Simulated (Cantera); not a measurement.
What does this Cantera script print?

```python
import numpy as np
import cantera as ct

gas = ct.Solution("gri30.yaml", transport_model="multicomponent")
show = ['O', 'NH3', 'CO2']

rows = []
print(f"{'T/K':>7s}{'rho':>11s}{'cp':>10s}{'mu':>11s}{'lambda':>11s}{'Pr':>7s}" + "".join(f"{'D_' + s:>11s}" for s in show))
for T in [400, 550, 700, 850, 1000, 1150]:
    gas.TPX = T, 1000000, {'N2O': 0.8}
    Pr = gas.cp_mass * gas.viscosity / gas.thermal_conductivity
    D = [gas.mix_diff_coeffs_mole[gas.species_index(s)] for s in show]
    rows.append([gas.density, gas.cp_mass, gas.viscosity, gas.thermal_conductivity, Pr, *D])
    print(f"{T:7g}{gas.density:11.4e}{gas.cp_mass:10.1f}{gas.viscosity:11.4e}"
          f"{gas.thermal_conductivity:11.4e}{Pr:7.3f}" + "".join(f"{d:11.4e}" for d in D))
print("SI units: kg/m3, J/kg/K, Pa s, W/m/K, m2/s")
```

It prints:

```
    T/K        rho        cp         mu     lambda     Pr        D_O      D_NH3      D_CO2
    400 1.3234e+01     970.3 1.9459e-05 2.5299e-02  0.746 4.2546e-06 2.8579e-06 1.9465e-06
    550 9.6246e+00    1073.4 2.5486e-05 3.6724e-02  0.745 7.4249e-06 5.2702e-06 3.5051e-06
    700 7.5622e+00    1150.2 3.0799e-05 4.7670e-02  0.743 1.1229e-05 8.2555e-06 5.4011e-06
    850 6.2277e+00    1209.9 3.5602e-05 5.8097e-02  0.741 1.5609e-05 1.1748e-05 7.5989e-06
   1000 5.2935e+00    1254.7 4.0022e-05 6.7878e-02  0.740 2.0524e-05 1.5702e-05 1.0073e-05
   1150 4.6031e+00    1285.1 4.4145e-05 7.6847e-02  0.738 2.5944e-05 2.0081e-05 1.2806e-05
SI units: kg/m3, J/kg/K, Pa s, W/m/K, m2/s
```

Cantera simulation using GRI-Mech 3.0 (53 species, 325 reactions); the numbers are that mechanism's predictions, not measurements. The composition is frozen, though it would react at the higher temperatures.
